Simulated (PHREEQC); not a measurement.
Consider water at 35 °C with 0.045 mol/kgw ZnCl2 and 0.11 mol/kgw NaCl. Closed to the air; pH follows from the charge balance.

The numbers come from PHREEQC with the ion-association model, phreeqc.dat.

Task: The ionic strength comes out as 0.226 mol/kgw. What activity coefficients do Cl-, Na+, Zn+2, ZnCl+, H+ get?

Result: Cl- 0.70, Na+ 0.74, Zn+2 0.28, ZnCl+ 0.70, H+ 0.79.

No solid was allowed to form. Complexes and solids missing from the database can't appear.
